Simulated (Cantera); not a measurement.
Charge: 1 mol Si₂Cl₆, 14 mol H₂, at 1075 K.

Points: P (Pa) = 100, 350, 1300, 4500, 16000, 56000, 200000.

Cantera's Mixture.equilibrate('TP', solver="vcs", rtol=1e-11, max_steps=5000) on the NASA tables stopped like this:

```
ERROR: FAILURE its = 5001!

*******************************************************************************
CanteraError thrown by MultiPhase::equilibrate:
VCS solver failed. Return code: -1
*******************************************************************************
```

What got this run through?

One answer among several that fit: The failure is numerical, not chemical. The same input converged with solver="gibbs", rtol=1e-10, max_steps=50000, and the result passed a check of the equilibrium conditions:
```
log10 of partial pressures in bar; condensed amounts in mol
      P/Pa        H2       HCL     SiCL4    SiHCL3     SiCL2    Si(cr)
       100    -3.085    -4.029    -4.305    -5.266    -4.683     0.654
       350    -2.531    -3.598    -3.686    -4.525    -4.374    0.6288
      1300    -1.953    -3.156    -3.074    -3.777    -4.068    0.5861
      4500    -1.409    -2.745    -2.518    -3.088    -3.790    0.5373
   1.6e+04    -0.855    -2.331    -1.970    -2.400    -3.516    0.4823
   5.6e+04    -0.309    -1.927    -1.445    -1.733    -3.254     0.423
     2e+05     0.245    -1.521    -0.930    -1.070    -2.996    0.3565
```

The gas is ideal and each condensed phase is pure. The feed counts by its element totals alone. The tables' values for SiCl3 are old estimates; treat these amounts as uncertain.
